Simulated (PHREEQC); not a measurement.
Consider water at 56 °C with 136 mmol/kgw MgCl2 and 118 mmol/kgw Na2SO4. Closed to the air; pH follows from the charge balance.

Computed with PHREEQC (Pitzer model, pitzer.dat).

ionic strength: 0.762 mol/kgw
activity of water: 0.989
density: 1.010 g/cm³
osmotic coefficient: 0.801

```csv
species,molality,activity,log γ
Cl-,0.272,0.168,-0.209
Na+,0.236,0.159,-0.172
Mg+2,0.136,0.0226,-0.780
SO4-2,0.118,0.00945,-1.096
MgOH+,1.52e-6,1.05e-6,-0.162
HSO4-,1.36e-6,8.53e-7,-0.203
H+,5.89e-7,3.84e-7,-0.186
OH-,4.34e-7,2.00e-7,-0.338
```

Precipitation was switched off in this run. Species that the database lacks are ignored. Constants without temperature data keep their 25 °C values here.
